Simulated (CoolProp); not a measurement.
The numbers come from the reference Helmholtz-energy equation of state, Setzmann 1991 in CoolProp.

Question: For methane, give the phase and the speed of sound (m/s), conductivity (mW/(m K)) at 113.7 K and 101 kPa; 160.1 K and 101 kPa; 183.3 K and 101 kPa.

Answer: 
- 113.7 K and 101 kPa: gas; speed of sound 274, conductivity 11.7
- 160.1 K and 101 kPa: gas; speed of sound 330, conductivity 17.1
- 183.3 K and 101 kPa: gas; speed of sound 354, conductivity 19.8

Thermal conductivity comes from a separate model (Friend 1989).
